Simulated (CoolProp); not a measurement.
Vapour pressure (bar) of n-pentane: the reference equation beside estimates from Tc = 196.5 °C, pc = 33.68 bar, ω = 0.251. Clausius-Clapeyron is anchored at 119.35 °C with a constant enthalpy of vaporisation of 19.64 kJ/mol.

The numbers come from the reference Helmholtz-energy equation of state, Thol 2019 in CoolProp.

| T (°C) | reference | Lee-Kesler | Clausius-Clapeyron | van der Waals | Redlich-Kwong | Peng-Robinson |
|---|---|---|---|---|---|---|
| 85.05 | 4.175 | 4.200 | 5.033 | 10.31 | 5.833 | 4.162 |
| 93.55 | 5.117 | 5.149 | 5.864 | 11.52 | 6.944 | 5.104 |
| 102.15 | 6.222 | 6.262 | 6.797 | 12.84 | 8.210 | 6.212 |
| 110.75 | 7.497 | 7.543 | 7.826 | 14.24 | 9.627 | 7.493 |
| 119.35 | 8.956 | 9.006 | 8.956 | 15.75 | 11.20 | 8.963 |
| 127.95 | 10.62 | 10.67 | (withheld) | 17.34 | 12.94 | (withheld) |
| 136.55 | 12.50 | 12.55 | 11.53 | 19.03 | 14.86 | 12.54 |
| 145.15 | 14.61 | 14.66 | 12.98 | 20.83 | 16.96 | 14.68 |
| 153.65 | 16.96 | 17.01 | 14.53 | 22.70 | 19.22 | 17.05 |
| 162.25 | 19.61 | (withheld) | 16.21 | 24.69 | 21.70 | 19.74 |

Q: Some entries are withheld; supply them.

A: 
- 127.95, Clausius-Clapeyron: 10.19
- 127.95, Peng-Robinson: 10.64
- 162.25, Lee-Kesler: 19.66

Absolute difference from the reference over all 10 rows, mean and median: Lee-Kesler 0.5 and 0.5 %, Clausius-Clapeyron 10.3 and 10.2 %, van der Waals 76.2 and 69.6 %, Redlich-Kwong 24.2 and 23.5 %, Peng-Robinson 0.3 and 0.3 %.
